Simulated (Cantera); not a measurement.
A perfectly stirred reactor is fed with C₂H₆ : H₂ = 1 : 2.4 (molar parts), at 0.0132 atm; it is held at 1075 K, and followed from long to short residence time.

Model: GRI-Mech 3.0 (53 species, 325 reactions), integrated in Cantera. GRI-Mech 3.0 stops at C3 and has no aromatics, soot or wall deposition, so with more carbon than oxygen in the feed, carbon stays in small species such as C2H2 where larger ones or solid carbon would form. Radical loss at walls, strong at low pressure, is not modelled.

x: mole fraction; the columns are a selection and need not sum to one.

```
τ (s)   x C₂H₆   x H₂     x CH₂     x CH₄   x C₂H      x H    x C₂H₄
------  ------  -----  --------  --------  ------  -------  --------
1.3      0.129  0.728  2.82e-11    0.0266  <1e-12  3.66e-6     0.115
0.44         …  0.718  3.34e-11         …  <1e-12        …         …
0.15         …  0.711  2.76e-11         …  <1e-12        …         …
0.052    0.285  0.707  1.12e-11  0.000824  <1e-12  2.10e-6   0.00639
0.018    0.293  0.706  1.62e-12   9.82e-5  <1e-12  9.80e-7   0.00106
0.0062   0.294  0.706    <1e-12   1.71e-5  <1e-12  3.56e-7  0.000129
0.0021   0.294  0.706    <1e-12   4.54e-6  <1e-12  1.21e-7   1.33e-5
```

Question: Fill in the missing entries.

Answer: 
- 0.44, x C₂H₆: 0.209
- 0.44, x CH₄: 0.0120
- 0.44, x H: 3.35e-6
- 0.44, x C₂H₄: 0.0607
- 0.15, x C₂H₆: 0.262
- 0.15, x CH₄: 0.00393
- 0.15, x H: 2.93e-6
- 0.15, x C₂H₄: 0.0232
